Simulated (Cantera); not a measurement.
Input: 1 mol SiC, 0.38 mol H2O, 6.3 mol H2, held at 652 °C and 1 atm.

Cantera equilibrium calculation (NASA polynomials, part measured and part estimated; ideal gas, pure solids and liquids). Candidate condensed phases: C, C6H6, C7H8, C8H18, H2O, Si, SiC, SiO2; 123 gas species. The numbers say what is thermodynamically allowed, not how fast it happens.

Base state: H2 0.971, CH4 0.0293 (mole fractions); condensed: SiC(s) + SiO2(β-quartz).

### Question
What changes in the equilibrium state with this change: H2O from 0.38 to 0.024 mol?

### Answer
```json
[
 {"species": "H2", "before": "0.971", "after": "0.998"},
 {"species": "CH4", "before": "0.0293", "after": "0.00190"},
 {"species": "SiC(s), mol", "before": "0.810", "after": "0.988"},
 {"species": "SiO2(β-quartz), mol", "before": "0.190", "after": "0.0120"}
]
```

### Question
What changes in the equilibrium state with this change: SiC replaced by Si3N4?

### Answer
```tsv
species	before	after
H2	0.971	0.981
N2	0	0.0185
NH3	0	0.000133
CH4	0.0293	0
SiC(s), mol	0.810	0
SiO2(β-quartz), mol	0.190	0
Si2N2O(s), mol	0	0.380
Si3N4(s), mol	0	0.747
```
Further candidate phases: Si2N2O, Si3N4.
